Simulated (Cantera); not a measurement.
What does this Cantera script print?

```python
import numpy as np
import cantera as ct

gas_names = """
    Fe H H2 H2S N NH NH2 NH3 N2 N2H2 N2H4 S SH SN S2 S8
""".split()
cond_names = """
    Fe(a) Fe(c) Fe(d) Fe(L) FeS(a) FeS(b) FeS(c) FeS(L) FeS2(s) S(cr1) S(cr2) S(L)
""".split()


# ... load() reads the species with a 1 bar reference pressure and builds the phases ...
atoms = {
    'FeS2': {'Fe': 1, 'S': 2},
    'H2S': {'H': 2, 'S': 1},
    'N2': {'N': 2},
}
top_T = {'FeS2(s)': 1010}  # K; cautious upper limits of use, not melting points


# ... equilibrate(T, P, feed) seeds the gas with the atoms and calls Mixture.equilibrate('TP', solver="vcs", rtol=1e-11, max_steps=5000) ...
results = []
feed = {'FeS2': 1, 'H2S': 2.2, 'N2': 1.3}  # mol
P = 1333.22  # Pa
for T in [923, 1023, 1123, 1223, 1323, 1423, 1523, 1623, 1723, 1823, 1923]:
    mix = equilibrate(T, P, feed)
    results.append((T, P, feed, dict(zip(mix.species_names, mix.species_moles))))
    x = sorted(zip(gas.X, gas.species_names), reverse=True)
    print(f"T = {T:g} K  P = {P:g} Pa  gas = {mix.phase_moles(0):.4g} mol")
    print("   x: " + "  ".join(f"{s} {v:.3e}" for v, s in x if v > 0.0001))
    print("   condensed (mol): " + ("  ".join(f"{mix.phase(i).name} {mix.phase_moles(i):.4g}"
          for i in range(1, mix.n_phases) if mix.phase_moles(i) > 1e-12) or "none"))
```

It prints:

```
T = 923 K  P = 1333.22 Pa  gas = 4.071 mol
   x: H2S 5.054e-01  N2 3.193e-01  S2 1.403e-01  H2 3.496e-02
   condensed (mol): FeS(c) 1
T = 1023 K  P = 1333.22 Pa  gas = 4.184 mol
   x: H2S 4.377e-01  N2 3.107e-01  S2 1.635e-01  H2 8.803e-02  SH 1.203e-04
   condensed (mol): FeS(c) 1
T = 1123 K  P = 1333.22 Pa  gas = 4.353 mol
   x: H2S 3.432e-01  N2 2.986e-01  S2 1.958e-01  H2 1.620e-01  SH 3.897e-04
   condensed (mol): FeS(c) 1
T = 1223 K  P = 1333.22 Pa  gas = 4.54 mol
   x: N2 2.863e-01  H2S 2.466e-01  H2 2.375e-01  S2 2.286e-01  SH 9.788e-04
   condensed (mol): FeS(c) 1
T = 1323 K  P = 1333.22 Pa  gas = 4.706 mol
   x: H2 2.990e-01  N2 2.762e-01  S2 2.552e-01  H2S 1.675e-01  SH 2.017e-03
   condensed (mol): FeS(c) 1
T = 1423 K  P = 1333.22 Pa  gas = 4.831 mol
   x: H2 3.422e-01  S2 2.737e-01  N2 2.691e-01  H2S 1.113e-01  SH 3.593e-03
   condensed (mol): FeS(c) 1
T = 1523 K  P = 1333.22 Pa  gas = 4.918 mol
   x: H2 3.701e-01  S2 2.852e-01  N2 2.643e-01  H2S 7.429e-02  SH 5.758e-03  S 2.448e-04  H 1.218e-04
   condensed (mol): FeS(L) 1
T = 1623 K  P = 1333.22 Pa  gas = 4.977 mol
   x: H2 3.870e-01  S2 2.916e-01  N2 2.612e-01  H2S 5.054e-02  SH 8.542e-03  S 7.123e-04  H 3.724e-04
   condensed (mol): FeS(L) 0.9999
T = 1723 K  P = 1333.22 Pa  gas = 5.02 mol
   x: H2 3.966e-01  S2 2.943e-01  N2 2.590e-01  H2S 3.523e-02  SH 1.195e-02  S 1.823e-03  H 9.946e-04  Fe 1.592e-04
   condensed (mol): FeS(L) 0.9992
T = 1823 K  P = 1333.22 Pa  gas = 5.062 mol
   x: H2 4.004e-01  S2 2.940e-01  N2 2.568e-01  H2S 2.512e-02  SH 1.593e-02  S 4.190e-03  H 2.374e-03  Fe 1.144e-03
   condensed (mol): FeS(L) 0.9942
T = 1923 K  P = 1333.22 Pa  gas = 5.141 mol
   x: H2 3.971e-01  S2 2.909e-01  N2 2.529e-01  SH 2.034e-02  H2S 1.816e-02  S 8.795e-03  Fe 6.681e-03  H 5.141e-03
   condensed (mol): FeS(L) 0.9657
```

Cantera equilibrium calculation (NASA polynomials, part measured and part estimated; ideal gas, pure solids and liquids). FeS: taken at fixed stoichiometry. Gases not in the tables: S3 to S7.
